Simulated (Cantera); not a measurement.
Standard-state values (1 bar) from the NASA 1993 polynomials, evaluated with Cantera. Values are per mole of reaction as written; species without (g) are pure solids or liquids, kept so even where they would boil at 1 bar.

a) 1.143 Ti + O2(g) → 0.2857 Ti4O7
b) 2 H2(g) + O2(g) → 2 H2O(g)
c) C + O2(g) → CO2(g)
d) 2 Pb + O2(g) → 2 PbO(g)
e) 2 C + O2(g) → 2 CO(g)
f) 4 Li + O2(g) → 2 Li2O

### Question
Order these by ΔG° at 1375 K, most negative first.

### Answer
f (-830 kJ), a (-730 kJ), e (-466 kJ), c (-396 kJ), b (-343 kJ), d (-28 kJ)
